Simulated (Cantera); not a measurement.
A Cantera script and what it prints.

```python
import numpy as np
import cantera as ct

gas_names = """
    H HNO HNO2 HNO3 HO2 H2 H2O H2O2 N NH NH2 NH3 NH2OH NO NO2 NO3 N2 N2H2 N2H4 N2O O OH O2 O3 Si SiH
    SiH2 SiH3 SiH4 SiN SiO SiO2 Si2 Si2N Si3
""".split()
cond_names = """
    H2O(s) H2O(L) Si(cr) Si(L) SiO2(Lqz) SiO2(hqz) SiO2(L) Si2N2O(s) Si3N4(a)
""".split()


# ... load() reads the species with a 1 bar reference pressure and builds the phases ...
atoms = {
    'Si3N4': {'Si': 3, 'N': 4},
    'H2': {'H': 2},
    'O2': {'O': 2},
}
top_T = {'Si2N2O(s)': 2100, 'Si3N4(a)': 2400}  # K; cautious upper limits of use, not melting points


# ... equilibrate(T, P, feed) seeds the gas with the atoms and calls Mixture.equilibrate('TP', solver="vcs", rtol=1e-11, max_steps=5000) ...
results = []
P = 12  # Pa
for T in [1473, 1498, 1523, 1548, 1573, 1598, 1623, 1648, 1673, 1698, 1723, 1748]:
    for m in [20, 48, 76, 100, 130, 160, 190, 220, 250]:
        feed = {'Si3N4': 1, 'H2': m, 'O2': 0.25}  # mol
        mix = equilibrate(T, P, feed)
        results.append((T, P, feed, dict(zip(mix.species_names, mix.species_moles))))

for T, P, feed, n in results:
    print(f"{T:7g} {feed['H2']:10.4g}  " + (" + ".join(c for c in cond_names if n.get(c, 0) > 1e-12) or "gas only"))
```

It prints:

```
   1473         20  Si(cr) + Si2N2O(s)
   1473         48  Si(cr)
   1473         76  Si(cr)
   1473        100  Si(cr)
   1473        130  Si(cr)
   1473        160  Si(cr)
   1473        190  Si(cr)
   1473        220  Si(cr)
   1473        250  Si(cr)
   1498         20  Si(cr)
   1498         48  Si(cr)
   1498         76  Si(cr)
   1498        100  Si(cr)
   1498        130  Si(cr)
   1498        160  Si(cr)
   1498        190  Si(cr)
   1498        220  Si(cr)
   1498        250  Si(cr)
   1523         20  Si(cr)
   1523         48  Si(cr)
   1523         76  Si(cr)
   1523        100  Si(cr)
   1523        130  Si(cr)
   1523        160  Si(cr)
   1523        190  Si(cr)
   1523        220  Si(cr)
   1523        250  Si(cr)
   1548         20  Si(cr)
   1548         48  Si(cr)
   1548         76  Si(cr)
   1548        100  Si(cr)
   1548        130  Si(cr)
   1548        160  Si(cr)
   1548        190  Si(cr)
   1548        220  Si(cr)
   1548        250  Si(cr)
   1573         20  Si(cr)
   1573         48  Si(cr)
   1573         76  Si(cr)
   1573        100  Si(cr)
   1573        130  Si(cr)
   1573        160  Si(cr)
   1573        190  Si(cr)
   1573        220  Si(cr)
   1573        250  Si(cr)
   1598         20  Si(cr)
   1598         48  Si(cr)
   1598         76  Si(cr)
   1598        100  Si(cr)
   1598        130  Si(cr)
   1598        160  Si(cr)
   1598        190  Si(cr)
   1598        220  Si(cr)
   1598        250  Si(cr)
   1623         20  Si(cr)
   1623         48  Si(cr)
   1623         76  Si(cr)
   1623        100  Si(cr)
   1623        130  Si(cr)
   1623        160  Si(cr)
   1623        190  Si(cr)
   1623        220  Si(cr)
   1623        250  Si(cr)
   1648         20  Si(cr)
   1648         48  Si(cr)
   1648         76  Si(cr)
   1648        100  Si(cr)
   1648        130  Si(cr)
   1648        160  Si(cr)
   1648        190  Si(cr)
   1648        220  Si(cr)
   1648        250  Si(cr)
   1673         20  Si(cr)
   1673         48  Si(cr)
   1673         76  Si(cr)
   1673        100  Si(cr)
   1673        130  Si(cr)
   1673        160  Si(cr)
   1673        190  Si(cr)
   1673        220  Si(cr)
   1673        250  Si(cr)
   1698         20  Si(L)
   1698         48  Si(L)
   1698         76  Si(L)
   1698        100  Si(L)
   1698        130  Si(L)
   1698        160  Si(L)
   1698        190  Si(L)
   1698        220  Si(L)
   1698        250  Si(L)
   1723         20  Si(L)
   1723         48  Si(L)
   1723         76  Si(L)
   1723        100  Si(L)
   1723        130  Si(L)
   1723        160  Si(L)
   1723        190  Si(L)
   1723        220  Si(L)
   1723        250  Si(L)
   1748         20  Si(L)
   1748         48  Si(L)
   1748         76  Si(L)
   1748        100  Si(L)
   1748        130  Si(L)
   1748        160  Si(L)
   1748        190  Si(L)
   1748        220  gas only
   1748        250  gas only
```

These are equilibrium values from Cantera (NASA tables, ideal gas, pure condensed phases), not measurements of a reactor. Mutual solubility and eutectic melting of coexisting phases are not modelled.
